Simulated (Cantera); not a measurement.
Input: 1 mol PbI2, 140 mol N2, equilibrated at 873.15 K and 10.0 mbar.

Method: chemical equilibrium by Gibbs-energy minimisation in Cantera with the NASA 1993 tables (ideal gas, pure condensed phases). Candidate condensed phases: I2, Pb, PbI2; 9 gas species. The tables' values for PbI4 are old estimates; treat these amounts as uncertain. Rates play no part.

Base state: N2 0.994, PbI2 0.00446, PbI4 0.00121, PbI 0.000440, Pb 6.39e-5, I 1.92e-5 (mole fractions); condensed: Pb(l).

Question: What changes in the equilibrium state with this change: pressure from 10.0 mbar to 0.560 Pa?

Answer: 
```json
[
 {"species": "N2", "before": "0.994", "after": "0.987"},
 {"species": "I", "before": "1.92e-5", "after": "0.00553"},
 {"species": "PbI2", "before": "0.00446", "after": "0.00325"},
 {"species": "Pb", "before": "6.39e-5", "after": "0.00179"},
 {"species": "PbI4", "before": "0.00121", "after": "2.28e-5"},
 {"species": "PbI", "before": "0.000440", "after": "0.00199"},
 {"species": "Pb(l), mol", "before": "0.131", "after": "0"}
]
```

Question: What changes in the equilibrium state with this change: PbI2 replaced by KCl?

Answer: 
```tsv
species	before	after
N2	0.994	1.000
KCl	0	0.000338
K2Cl2	0	8.74e-5
PbI2	0.00446	0
PbI4	0.00121	0
PbI	0.000440	0
Pb	6.39e-5	0
I	1.92e-5	0
Pb(l), mol	0.131	0
KCl(s), mol	0	0.928
```
Further candidate phases: K, KCl.
